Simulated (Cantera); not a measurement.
A closed system holds: 1 mol FeS2, 2100 mol H2, equilibrated at 1777 °C and 0.450 bar.

Equilibrium computed with Cantera from the NASA thermochemical tables; the gas is ideal and each condensed phase is pure. Candidate condensed phases: Fe, FeS, FeS2, S; 8 gas species. Equilibrium is a limit: real reactors are often held back by kinetics, nucleation or transport.

Question: What is the equilibrium state?

Answer: 
- x(H2): 0.995
- x(H): 0.00337
- x(H2S): 0.000753
- x(Fe): 0.000475
- x(SH): 0.000173
- x(S): 1.42e-5
- x(S2): 4.76e-6
- gas amount: 2105 mol
- log10 activity of Fe(l) (absent): -0.47
- log10 activity of S(l) (absent): -4.44
